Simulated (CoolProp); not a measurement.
The fluid at 853.45 K and 0.13 MPa is compressed adiabatically to 0.487 MPa with isentropic efficiency 0.7. The same conditions are run with several fluids, on thermodynamics alone (safety and materials aside).

Values from CoolProp's reference Helmholtz-energy equation of state of each fluid (carbon dioxide: Span 1996; dry air: Lemmon 2000; water: Wagner 2002; oxygen: Schmidt 1985; nitrogen: Span 2000). Blends and air are pseudo-pure fits.

```
fluid           work (kJ/kg)  final temperature (K)  final density (kg/m³)
--------------  ------------  ---------------------  ---------------------
carbon dioxide           338                 1128.3                   2.28
dry air                  549                 1328.8                   1.28
water                    853                 1222.0                  0.864
oxygen                   493                 1301.6                   1.44
nitrogen                 569                 1334.1                   1.23
```

Above 300 K oxygen's equation is extrapolated.
